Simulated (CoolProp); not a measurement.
The numbers come from the reference Helmholtz-energy equation of state, Lemmon 2006 in CoolProp. It is a short technical equation, of lower accuracy than the large ones.

**Question.** For carbonyl sulfide, give the phase and the cp (kJ/(kg K)), cv (kJ/(kg K)), speed of sound (m/s), fugacity coefficient at -85.45 °C and 7.84 bar; -60.85 °C and 7.84 bar; 86.35 °C and 7.84 bar.

**Answer.** 
- -85.45 °C and 7.84 bar: liquid; cp 1.16, cv 0.727, speed of sound 1200, fugacity coefficient 0.0180
- -60.85 °C and 7.84 bar: liquid; cp 1.17, cv 0.710, speed of sound 1090, fugacity coefficient 0.0767
- 86.35 °C and 7.84 bar: gas; cp 0.784, cv 0.613, speed of sound 239, fugacity coefficient 0.952
